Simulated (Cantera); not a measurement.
Charge: 1 mol SO2, 15 mol H2, 1.2 mol O2, held at 7.50 Torr.

Equilibrium computed with Cantera from the NASA thermochemical tables; the gas is ideal and each condensed phase is pure. Candidate condensed phases: H2O, H2SO4, S; 19 gas species. Kinetics and transport are ignored. All values below are at 1350 K.

Base state: H2 0.652, H2O 0.290, H2S 0.0486, S2 0.00837, SH 0.000617, SO2 0.000113, SO 2.97e-5, H 1.92e-5 (mole fractions); condensed: gas only.

What changes in the equilibrium state with this change: O2 from 1.2 to 0.4 mol?


```json
[
 {"species": "H2", "before": "0.652", "after": "0.756"},
 {"species": "H2O", "before": "0.290", "after": "0.185"},
 {"species": "H2S", "before": "0.0486", "after": "0.0515"},
 {"species": "SO2", "before": "0.000113", "after": "3.14e-5"},
 {"species": "SO", "before": "2.97e-5", "after": "1.49e-5"},
 {"species": "S2", "before": "0.00837", "after": "0.00700"},
 {"species": "H", "before": "1.92e-5", "after": "2.07e-5"},
 {"species": "SH", "before": "0.000617", "after": "0.000608"}
]
```
